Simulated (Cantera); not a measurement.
Charge: 1 mol CsOH, 2.3 mol H2, 1.9 mol H2O.

These are equilibrium values from Cantera (NASA tables, ideal gas, pure condensed phases), not measurements of a reactor. Candidate condensed phases: Cs, CsOH, H2O; 15 gas species. Kinetics and transport are ignored.

Stable condensed phases, one row left out:

```
T in K \ P in Pa
              10      42     180     750    3200   13000   56000  240000 1000000
   2125        A       A       A       A       A       A       A       A       A
   2025        A       A       A       A       A       A       A       A       A
   1925        A       A       A       A       A       A       A       A       A
   1825        A       A       A       A       A       A       A       A       A
   1725        A       A       A       A       A       A       A       A       A
   1625        A       A       A       A       A       A       A       A       A
   1525        A       A       A       A       A       A       A       A       A
   1425        A       A       A       A       A       A       A       A       A
   1325        A       A       A       A       A       A       A       A       A
   1225        A       A       A       A       A       A       A       A       B
   1025        A       A       A       A       A       A       B       B       B
    925        A       A       A       A       A       B       B       B       B
    825        A       A       A       A       B       B       B       B       B
```

A: gas only; B: CsOH.

Q: Give the row for 1125 K.

A: 10: gas only; 42: gas only; 180: gas only; 750: gas only; 3200: gas only; 13000: gas only; 56000: gas only; 240000: CsOH; 1000000: CsOH.
